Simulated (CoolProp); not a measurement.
The fluid at 360.94 K and 0.0152 MPa expands adiabatically to 0.0011 MPa with isentropic efficiency 0.8. The same conditions are run with several fluids, on thermodynamics alone (safety and materials aside).

Values from CoolProp's reference Helmholtz-energy equation of state of each fluid (dimethyl carbonate: Zhou 2011; fluoroethane (R161): Wu 2012; nitrous oxide: Lemmon 2006; R1336mzz(Z): McLinden 2020; R1336mzz(E): Akasaka 2023).

| fluid | work (kJ/kg) | final temperature (K) | final density (kg/m³) |
|---|---|---|---|
| dimethyl carbonate | 63.6 | 310.8 | 0.0384 |
| fluoroethane (R161) | 111 | 275.5 | 0.0231 |
| nitrous oxide | 109 | 235.8 | 0.0247 |
| R1336mzz(Z) | 35.7 | 321.9 | 0.0675 |
| R1336mzz(E) | 35.5 | 319.2 | 0.0680 |
